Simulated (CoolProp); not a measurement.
Isobutane along the isobar 105 bar: Z from the reference equation and from simpler models built on Tc = 407.8 K, pc = 36.29 bar, ω = 0.184; each cubic takes its own stable root.

Computed with CoolProp (reference Helmholtz-energy equation of state, Bücker 2006).

```
T (K)          phase  reference
-----  -------------  ---------
197.6         liquid     0.5566
225.7         liquid     0.5073
253.8         liquid     0.4710
281.9         liquid     0.4443
310           liquid     0.4255
338.2         liquid     0.4137
366.3         liquid     0.4091
394.4         liquid     0.4131
422.5  supercritical     0.4290
450.6  supercritical     0.4636
478.8  supercritical     0.5257
506.9  supercritical     0.6069
535    supercritical     0.6846
```

Question: How far does each simpler model (van der Waals, Redlich-Kwong, Soave-Redlich-Kwong, Peng-Robinson) lie from the reference over these 13 states: mean and median of the absolute difference, and the worst?

Answer: 
- van der Waals: mean 36.6 %, median 44.1 %, worst +57.2 % at 197.6 K and 105 bar
- Redlich-Kwong: mean 6.8 %, median 7.5 %, worst +9.6 % at 422.5 K and 105 bar
- Soave-Redlich-Kwong: mean 8.0 %, median 7.2 %, worst +12.3 % at 450.6 K and 105 bar
- Peng-Robinson: mean 4.1 %, median 4.5 %, worst -6.4 % at 281.9 K and 105 bar
